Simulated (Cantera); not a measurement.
What does this Cantera script print?

```python
import numpy as np
import cantera as ct

gas = ct.Solution("gri30.yaml")
gas.TPX = 598, 100000, {'CH4': 1.3, 'H2': 0.043, 'O2': 2.85, 'N2': 12}
flame = ct.FreeFlame(gas, width=0.04)
flame.set_refine_criteria(ratio=3, slope=0.08, curve=0.16)
flame.transport_model = "mixture-averaged"
flame.solve(loglevel=0, auto=True)
z, T = flame.grid, flame.T
thick = (T[-1] - T[0]) / np.gradient(T, z).max()
show = ['CH4', 'H2', 'O2', 'CH3', 'NO2', 'HCO']
print(f"laminar burning velocity  {flame.velocity[0] * 100:.3f} cm/s")
print(f"burnt temperature         {T[-1]:.1f} K")
print(f"thermal thickness         {thick * 1e3:.4f} mm")
print(f"grid points               {len(z)}")
z0 = z[flame.heat_release_rate.argmax()]
print(f"{'z/mm':>9s}{'T/K':>9s}{'u/(m/s)':>9s}" + "".join(f"{s:>11s}" for s in show))
rows = []
for k in (-3, -2, -1.5, -1, -0.5, -0.25, 0, 0.25, 0.5, 1, 2, 4, 8):
    zz = z0 + k * thick
    rows.append([k * thick, np.interp(zz, z, T), np.interp(zz, z, flame.velocity),
                 *(np.interp(zz, z, flame.X[gas.species_index(s)]) for s in show)])
    print(f"{rows[-1][0] * 1e3:9.3f}{rows[-1][1]:9.1f}{rows[-1][2]:9.3f}" + "".join(f"{x:11.3e}" for x in rows[-1][3:]))
```

Output:

```
laminar burning velocity  105.656 cm/s
burnt temperature         2243.7 K
thermal thickness         0.3818 mm
grid points               145
     z/mm      T/K  u/(m/s)        CH4         H2         O2        CH3        NO2        HCO
   -1.145    598.2    1.057  8.021e-02  3.292e-03  1.759e-01  2.424e-08  5.971e-11  2.489e-17
   -0.764    599.9    1.062  7.998e-02  4.492e-03  1.756e-01  2.684e-07  8.907e-10  1.810e-14
   -0.573    606.4    1.075  7.940e-02  5.956e-03  1.749e-01  1.252e-06  4.856e-09  1.358e-12
   -0.382    651.5    1.160  7.625e-02  8.887e-03  1.715e-01  1.058e-05  3.281e-08  5.185e-10
   -0.191    970.9    1.748  5.608e-02  1.408e-02  1.456e-01  2.976e-04  4.482e-08  5.294e-07
   -0.095   1342.1    2.436  3.143e-02  1.681e-02  1.098e-01  1.512e-03  1.864e-08  1.171e-05
    0.000   1702.5    3.110  7.562e-03  1.650e-02  6.662e-02  1.584e-03  6.117e-09  4.907e-05
    0.095   1850.2    3.378  5.467e-04  1.228e-02  4.168e-02  1.782e-04  2.487e-09  1.515e-05
    0.191   1895.5    3.448  2.052e-05  1.009e-02  3.316e-02  7.274e-06  2.669e-09  8.669e-07
    0.382   1950.1    3.528  3.383e-08  9.387e-03  2.832e-02  1.367e-08  3.208e-09  3.675e-08
    0.764   2018.0    3.633  3.946e-12  8.356e-03  2.531e-02  1.859e-12  4.286e-09  1.935e-08
    1.527   2092.4    3.750  4.226e-17  6.505e-03  2.261e-02  2.452e-16  6.683e-09  8.873e-09
    3.054   2159.2    3.853  1.132e-17  4.558e-03  2.003e-02  6.043e-17  1.175e-08  3.285e-09
```

Detailed kinetics in Cantera: GRI-Mech 3.0 (53 species, 325 reactions). Burning velocities carry a grid error of a few per cent, more on coarse grids.
